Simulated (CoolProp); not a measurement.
A simple Rankine cycle with methanol: condensing at 289.15 K, boiler at 0.128 MPa, turbine inlet 345.6 K, turbine efficiency 0.75, pump efficiency 0.8, no recuperator. Each further row changes one setting.

Computed with CoolProp (reference Helmholtz-energy equation of state, de Reuck 1993).

```json
[
 {"case": "as stated", "thermal efficiency (%)": "11.3", "net work (kJ/kg)": "140", "heat in (kJ/kg)": "1240", "turbine exit temperature (K)": "289.1", "volume ratio over the turbine": "9.87"},
 {"case": "turbine inlet 365.6 K", "thermal efficiency (%)": "11.4", "net work (kJ/kg)": "147", "heat in (kJ/kg)": "1290", "turbine exit temperature (K)": "289.1", "volume ratio over the turbine": "9.46"},
 {"case": "condensing temperature 281.15 K", "thermal efficiency (%)": "12.8", "net work (kJ/kg)": "162", "heat in (kJ/kg)": "1260", "turbine exit temperature (K)": "281.1", "volume ratio over the turbine": "15.1"},
 {"case": "boiler pressure 0.0896 MPa", "thermal efficiency (%)": "9.7", "net work (kJ/kg)": "123", "heat in (kJ/kg)": "1260", "turbine exit temperature (K)": "289.1", "volume ratio over the turbine": "6.96"},
 {"case": "turbine efficiency 0.65", "thermal efficiency (%)": "9.8", "net work (kJ/kg)": "121", "heat in (kJ/kg)": "1240", "turbine exit temperature (K)": "289.1", "volume ratio over the turbine": "10.0"}
]
```

The expansion ends wet for: as stated; turbine inlet 365.6 K; condensing temperature 281.15 K; boiler pressure 0.0896 MPa; turbine efficiency 0.65.
